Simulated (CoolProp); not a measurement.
Computed with CoolProp (reference Helmholtz-energy equation of state, Lemmon 2006). It is a short technical equation, of lower accuracy than the large ones.

### Question
For CH3F (R41), give the phase and the cv (kJ/(kg K)), Joule-Thomson coefficient (K/MPa) at -1.85 °C and 0.356 bar.

### Answer
- -1.85 °C and 0.356 bar: gas; cv 0.821, Joule-Thomson coefficient 24.1
